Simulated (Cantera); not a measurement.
Cantera run:

```python
import numpy as np
import cantera as ct

gas_names = """
    N NO NO2 NO3 N2 N2O O O2 O3 Pb PbO Pb2
""".split()
cond_names = """
    Pb(cr) Pb(L) PbO(rd) PbO(yw) PbO(L) PbO2(s) Pb3O4(s)
""".split()


# ... load() reads the species with a 1 bar reference pressure and builds the phases ...
atoms = {
    'PbO': {'Pb': 1, 'O': 1},
    'O2': {'O': 2},
    'N2': {'N': 2},
}
top_T = {'Pb3O4(s)': 820}  # K; cautious upper limits of use, not melting points


# ... equilibrate(T, P, feed) seeds the gas with the atoms and calls Mixture.equilibrate('TP', solver="vcs", rtol=1e-11, max_steps=5000) ...
results = []
T = 475  # K
P = 71  # Pa
for m in [0.38, 1.1, 1.8, 2.5, 3.2, 4, 4.7, 5.4, 6.1, 6.8, 7.5]:
    feed = {'PbO': 1, 'O2': 0.2, 'N2': m}  # mol
    mix = equilibrate(T, P, feed)
    results.append((T, P, feed, dict(zip(mix.species_names, mix.species_moles))))
    x = sorted(zip(gas.X, gas.species_names), reverse=True)
    print(f"T = {T:g} K  P = {P:g} Pa  n(N2) = {m:g} mol  gas = {mix.phase_moles(0):.4g} mol")
    print("   x: " + "  ".join(f"{s} {v:.3e}" for v, s in x if v > 1e-05))
    print("   condensed (mol): " + ("  ".join(f"{mix.phase(i).name} {mix.phase_moles(i):.4g}"
          for i in range(1, mix.n_phases) if mix.phase_moles(i) > 1e-12) or "none"))
```

It prints:

```
T = 475 K  P = 71 Pa  n(N2) = 0.38 mol  gas = 0.4443 mol
   x: N2 8.553e-01  O2 1.447e-01
   condensed (mol): PbO(rd) 0.1857  Pb3O4(s) 0.2714
T = 475 K  P = 71 Pa  n(N2) = 1.1 mol  gas = 1.286 mol
   x: N2 8.553e-01  O2 1.447e-01
   condensed (mol): PbO(rd) 0.9166  Pb3O4(s) 0.0278
T = 475 K  P = 71 Pa  n(N2) = 1.8 mol  gas = 2 mol
   x: N2 9.000e-01  O2 1.000e-01
   condensed (mol): PbO(rd) 1
T = 475 K  P = 71 Pa  n(N2) = 2.5 mol  gas = 2.7 mol
   x: N2 9.259e-01  O2 7.407e-02
   condensed (mol): PbO(rd) 1
T = 475 K  P = 71 Pa  n(N2) = 3.2 mol  gas = 3.4 mol
   x: N2 9.412e-01  O2 5.882e-02
   condensed (mol): PbO(rd) 1
T = 475 K  P = 71 Pa  n(N2) = 4 mol  gas = 4.2 mol
   x: N2 9.524e-01  O2 4.762e-02
   condensed (mol): PbO(rd) 1
T = 475 K  P = 71 Pa  n(N2) = 4.7 mol  gas = 4.9 mol
   x: N2 9.592e-01  O2 4.082e-02
   condensed (mol): PbO(rd) 1
T = 475 K  P = 71 Pa  n(N2) = 5.4 mol  gas = 5.6 mol
   x: N2 9.643e-01  O2 3.571e-02
   condensed (mol): PbO(rd) 1
T = 475 K  P = 71 Pa  n(N2) = 6.1 mol  gas = 6.3 mol
   x: N2 9.683e-01  O2 3.175e-02
   condensed (mol): PbO(rd) 1
T = 475 K  P = 71 Pa  n(N2) = 6.8 mol  gas = 7 mol
   x: N2 9.714e-01  O2 2.857e-02
   condensed (mol): PbO(rd) 1
T = 475 K  P = 71 Pa  n(N2) = 7.5 mol  gas = 7.7 mol
   x: N2 9.740e-01  O2 2.597e-02
   condensed (mol): PbO(rd) 1
```

Method: chemical equilibrium by Gibbs-energy minimisation in Cantera with the NASA 1993 tables (ideal gas, pure condensed phases).
